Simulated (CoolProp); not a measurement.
Saturated liquid density (kg/m³) of normal hydrogen: the reference equation beside estimates from Tc = 33.1 K, pc = 12.96 bar, ω = -0.219.

Computed with CoolProp (reference Helmholtz-energy equation of state, Leachman 2009).

```tsv
T (K)	reference	van der Waals	Redlich-Kwong
22.2	68.64	55.51	…
23.3	67.18	53.99	78.22
24.5	65.46	…	75.05
25.6	63.74	50.45	71.89
26.7	61.86	48.54	68.47
27.9	59.55	46.26	64.34
29	…	…	60.11
30.1	54.25	41.21	55.29
31.3	50.26	37.62	…
32.4	…	33.05	41.09
```

Question: What belongs in the gaps?

Answer: 
- 22.2, Redlich-Kwong: 80.92
- 24.5, van der Waals: 52.21
- 29, reference: 57.12
- 29, van der Waals: 43.90
- 31.3, Redlich-Kwong: 48.96
- 32.4, reference: 44.66

Absolute difference from the reference over all 10 rows, mean and median: van der Waals 22.2 and 21.9 %, Redlich-Kwong 9.8 and 9.4 %.
